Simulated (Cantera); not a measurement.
Cantera run, input and output.

```python
import numpy as np
import cantera as ct

gas = ct.Solution("gri30.yaml")
gas.TPX = 1400, 1333, {'H2': 0.0052, 'O2': 1}
reactor = ct.IdealGasConstPressureReactor(gas, energy="off", clone=False)
net = ct.ReactorNet([reactor])
net.rtol, net.atol = 1e-08, 1e-18
show = ['H2', 'O2', 'H2O2', 'OH', 'HO2', 'O', 'H2O']
times = np.geomspace(9e-05, 200, 14)

steps = ct.SolutionArray(gas, extra=["t"])
rows = []
print(f"{'t/s':>10s}{'T/K':>9s}{'P/Pa':>11s}" + "".join(f"{s:>11s}" for s in show))
for t in times:
    while net.time < t:
        t_next = net.step()
        steps.append(gas.state, t=t_next)
    rows.append([np.interp(t, steps.t, y) for y in (steps.T, steps.P, *steps(*show).X.T)])
    print(f"{t:10.3e}{rows[-1][0]:9.1f}{rows[-1][1]:11.4g}" + "".join(f"{x:11.3e}" for x in rows[-1][2:]))
rate = np.gradient(steps.T, steps.t)
print("integrator steps:", len(steps.t))
if steps.T.max() > steps.T[0] + 200:
    print(f"time of steepest temperature rise: {steps.t[rate.argmax()]:.4e} s")
gas.TPX = 1400, 1333, {'H2': 0.0052, 'O2': 1}
gas.equilibrate("TP")
print(f"equilibrium (TP): T = {gas.T:.1f} K  " + "  ".join(f"{s} {gas[s].X[0]:.3e}" for s in show))
```

It prints:

```
       t/s      T/K       P/Pa         H2         O2       H2O2         OH        HO2          O        H2O
 9.000e-05   1400.0       1333  5.173e-03  9.948e-01  9.073e-13  8.642e-09  1.083e-08  8.826e-09  6.784e-10
 2.770e-04   1400.0       1333  5.173e-03  9.948e-01  8.149e-12  3.604e-08  3.330e-08  3.833e-08  9.192e-09
 8.525e-04   1400.0       1333  5.173e-03  9.948e-01  6.629e-11  1.975e-07  1.022e-07  2.247e-07  1.352e-07
 2.624e-03   1400.0       1333  5.164e-03  9.948e-01  4.270e-10  5.055e-06  3.120e-07  5.980e-06  5.959e-06
 8.074e-03   1400.0       1333  5.806e-04  9.904e-01  1.200e-08  1.272e-03  3.427e-07  3.746e-03  3.893e-03
 2.485e-02   1400.0       1333  1.061e-05  9.899e-01  4.777e-09  6.908e-04  2.116e-07  4.578e-03  4.779e-03
 7.648e-02   1400.0       1333  1.002e-05  9.901e-01  4.677e-09  6.716e-04  2.051e-07  4.313e-03  4.793e-03
 2.354e-01   1400.0       1333  8.488e-06  9.909e-01  4.383e-09  6.183e-04  1.872e-07  3.628e-03  4.831e-03
 7.244e-01   1400.0       1333  5.462e-06  9.923e-01  3.622e-09  4.964e-04  1.458e-07  2.300e-03  4.912e-03
 2.229e+00   1400.0       1333  2.109e-06  9.938e-01  2.204e-09  3.089e-04  8.247e-08  8.702e-04  5.024e-03
 6.861e+00   1400.0       1333  4.699e-07  9.946e-01  8.179e-10  1.459e-04  3.266e-08  1.908e-04  5.112e-03
 2.112e+01   1400.0       1333  8.336e-08  9.947e-01  2.073e-10  6.152e-05  1.752e-08  3.361e-05  5.155e-03
 6.499e+01   1400.0       1333  2.385e-08  9.948e-01  7.472e-11  3.294e-05  2.133e-08  9.604e-06  5.170e-03
 2.000e+02   1400.0       1333  2.043e-08  9.948e-01  6.660e-11  3.049e-05  2.242e-08  8.229e-06  5.171e-03
integrator steps: 1418
equilibrium (TP): T = 1400.0 K  H2 2.042e-08  O2 9.948e-01  H2O2 6.659e-11  OH 3.049e-05  HO2 2.242e-08  O 8.228e-06  H2O 5.171e-03
```

Computed with Cantera and GRI-Mech 3.0 (53 species, 325 reactions). Radical loss at walls, strong at low pressure, is not modelled.
